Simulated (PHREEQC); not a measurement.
Solution (45 °C): 0.0018 mol H2SO4, 0.0013 mol ZnSO4 and 0.0045 mol MgSO4 per kg of water. Closed to the air; pH follows from the charge balance.

Model: ion-association model, wateq4f.dat, run in PHREEQC.

| quantity | before | after |
|---|---|---|
| pH | 2.65 | 3.50 |
| ionic strength (mol/kgw) | 0.0183 | 0.00250 |
| SO4-2 (mol/kgw) | 0.00448 | 0.000657 |
| HSO4- (mol/kgw) | 0.00105 | 2.72e-5 |

**Question.** What was changed between the two runs?
A) ZnSO4 from 0.0013 to 0.0026 mol/kgw
B) diluted 5-fold with water
C) diluted 10-fold with water
D) MgSO4 left out
E) H2SO4 left out

**Answer.** C, diluted 10-fold with water

No solid was allowed to form. Away from 25 °C the constants follow the database's enthalpies or fits; those with neither stay at their 25 °C values.
